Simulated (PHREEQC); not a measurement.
Solution (25 °C): 2.4 mmol/kgw HCl, 3.2 mmol/kgw KCl and 49 mmol/kgw NaCl. Closed to the air; pH follows from the charge balance.

The numbers come from PHREEQC with the ion-association model, wateq4f.dat.

Each row changes one thing in this solution. No solid was allowed to form.

```tsv
case	pH	SI of Halite (NaCl)
as made	2.69	-4.33
temperature from 25 to 65 °C	2.69	-4.43
diluted 5-fold with water	3.36	-5.65
HCl replaced by RbCl at the same molality	6.99	-4.33
NaCl from 0.049 to 0.0245 mol/kgw	2.68	-4.86
NaCl from 0.049 to 0.49 mol/kgw	2.74	-2.54
```

At this temperature some constants are extrapolated from 25 °C, and those without enthalpy data are left unchanged.
